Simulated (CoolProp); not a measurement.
A Linde-Hampson liquefier for oxygen: isothermal reversible compression at 290 K from 1 atm to 10 MPa, throttling to 1 atm, return gas leaving the recuperator 5 K below the feed. Each further row changes one setting.

The numbers come from the reference Helmholtz-energy equation of state, Schmidt 1985 in CoolProp.

| case | liquid yield per pass | compression work (kJ/kg of gas) |
|---|---|---|
| as stated | 0.052 | 341 |
| high pressure 20 MPa | 0.106 | 390 |
| warm-end temperature 320 K | 0.037 | 379 |
| warm-end gap 10 K | 0.041 | 341 |

Above 300 K oxygen's equation is extrapolated.
